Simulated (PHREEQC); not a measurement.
Solution (50 °C): 0.051 mol/kgw HF, 0.0002 mol/kgw NH4HF2 and 0.0012 mol/kgw H4SiO4. It is in equilibrium with CO2 at log p = -3.5 (atm). Otherwise closed; pH follows from the charge balance.

Equilibrium calculation in PHREEQC: ion-association model, phreeqc.dat.

Q: The ionic strength comes out as 0.00745 mol/kgw. What activity coefficients do F-, SiF6-2, H+, HF2-, NH4+ get?

A: F- 0.91, SiF6-2 0.69, H+ 0.92, HF2- 0.91, NH4+ 0.91.

This is a speciation only: nothing precipitates in the calculation. Away from 25 °C the constants follow the database's enthalpies or fits; those with neither stay at their 25 °C values. SiF6-2 is the database's only silicon fluoride.
